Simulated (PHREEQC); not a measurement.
Solution (20 °C): 0.016 mol/kgw HF, 0.09 mol/kgw NH4HF2, 8.1e-06 mol/kgw H4SiO4 and 0.0027 mol/kgw H2SO4. Closed to the air; pH follows from the charge balance.

Computed with PHREEQC (ion-association model, phreeqc.dat).

This is a speciation only: nothing precipitates in the calculation.

### Question
Estimate the pH.

### Answer
pH 2.88.

### Question
In which forms is F present?

### Answer
HF 45 %, F- 33 %, HF2- 22 % of the F.

SiF6-2 is the database's only silicon fluoride.
